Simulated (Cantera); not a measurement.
Input: 1 mol SiH4, 13 mol N2, equilibrated at 2.78 Torr.

Method: chemical equilibrium by Gibbs-energy minimisation in Cantera with the NASA 1993 tables (ideal gas, pure condensed phases). Candidate condensed phases: Si, Si3N4; 18 gas species. N2 is the only nitrogen source here; it is nearly inert below about 1500 K, so the nitride shown seldom forms there in practice. The tables' values for SiN are old estimates; treat these amounts as uncertain. The numbers say what is thermodynamically allowed, not how fast it happens.

x: gas mole fraction; n: condensed amount in mol.

```
T (K)   x N2   x H2       x H      x Si    x Si2N     x SiH     x SiN  n Si3N4(s)  n Si(l)
-----  -----  -----  --------  --------  --------  --------  --------  ----------  -------
1098   0.860  0.140   1.52e-7    <1e-12    <1e-12    <1e-12    <1e-12       0.333        0
1173   0.860  0.140   7.24e-7    <1e-12    <1e-12    <1e-12    <1e-12       0.333        0
1248   0.860  0.140   2.87e-6  2.35e-12    <1e-12    <1e-12    <1e-12       0.333        0
1323   0.860  0.140   9.74e-6  1.03e-10    <1e-12  1.72e-11  1.76e-11       0.333        0
1398   0.860  0.140   2.91e-5   3.03e-9  6.61e-12  3.46e-10  3.50e-10       0.333        0
1473   0.860  0.139   7.77e-5   6.24e-8  3.12e-10   5.10e-9   5.09e-9       0.333        0
1548   0.860  0.139  0.000189   9.56e-7   1.01e-8   5.75e-8   5.69e-8       0.333        0
1623   0.860  0.139         ?         ?         ?         ?   5.06e-7       0.333        0
1698   0.860  0.139         ?         ?         ?         ?   3.70e-6       0.333        0
1773   0.865  0.132   0.00170  0.000576   2.59e-5   1.57e-5   1.56e-5           0    0.990
```

Question: Complete the blanks.

Answer: 
- 1698, x H: 0.000886
- 1698, x Si: 0.000108
- 1698, x Si2N: 4.07e-6
- 1698, x SiH: 3.80e-6
- 1623, x H: 0.000424
- 1623, x Si: 1.13e-5
- 1623, x Si2N: 2.33e-7
- 1623, x SiH: 5.17e-7
